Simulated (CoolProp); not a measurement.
Vapour-liquid equilibrium of R143a (1) + R152A (2) at 7.39 bar; x and y are mole fractions of (1).

Computed with CoolProp (multi-fluid Helmholtz-energy mixture model, Lemmon and Jacobsen 2000 and Outcalt 1996; pair parameters Bell 2016).

```json
[
 {"x": "0.05", "bubble temperature, mixture model (K)": "303.3", "bubble temperature, Raoult's law (K)": "303.7", "y, mixture model": "0.099", "y, Raoult's law": "0.098"},
 {"x": "0.15", "bubble temperature, mixture model (K)": "299.2", "bubble temperature, Raoult's law (K)": "300.2", "y, mixture model": "0.265", "y, Raoult's law": "0.270"},
 {"x": "0.25", "bubble temperature, mixture model (K)": "295.7", "bubble temperature, Raoult's law (K)": "297.0", "y, mixture model": "0.401", "y, Raoult's law": "0.414"},
 {"x": "0.35", "bubble temperature, mixture model (K)": "292.7", "bubble temperature, Raoult's law (K)": "294.1", "y, mixture model": "0.513", "y, Raoult's law": "0.536"},
 {"x": "0.45", "bubble temperature, mixture model (K)": "290.0", "bubble temperature, Raoult's law (K)": "291.3", "y, mixture model": "0.610", "y, Raoult's law": "0.640"},
 {"x": "0.55", "bubble temperature, mixture model (K)": "287.6", "bubble temperature, Raoult's law (K)": "288.7", "y, mixture model": "0.695", "y, Raoult's law": "0.728"},
 {"x": "0.65", "bubble temperature, mixture model (K)": "285.5", "bubble temperature, Raoult's law (K)": "286.3", "y, mixture model": "0.771", "y, Raoult's law": "0.804"},
 {"x": "0.75", "bubble temperature, mixture model (K)": "283.4", "bubble temperature, Raoult's law (K)": "284.0", "y, mixture model": "0.841", "y, Raoult's law": "0.870"},
 {"x": "0.85", "bubble temperature, mixture model (K)": "281.6", "bubble temperature, Raoult's law (K)": "281.9", "y, mixture model": "0.907", "y, Raoult's law": "0.927"},
 {"x": "0.95", "bubble temperature, mixture model (K)": "279.8", "bubble temperature, Raoult's law (K)": "279.9", "y, mixture model": "0.970", "y, Raoult's law": "0.977"}
]
```

The largest gap from Raoult's law is -1.4 K in bubble temperature, at x = 0.35. No azeotrope shows between x = 0.05 and 0.95.

Pair parameters are fitted to limited data, so mixtures are less certain than the pure fluids.
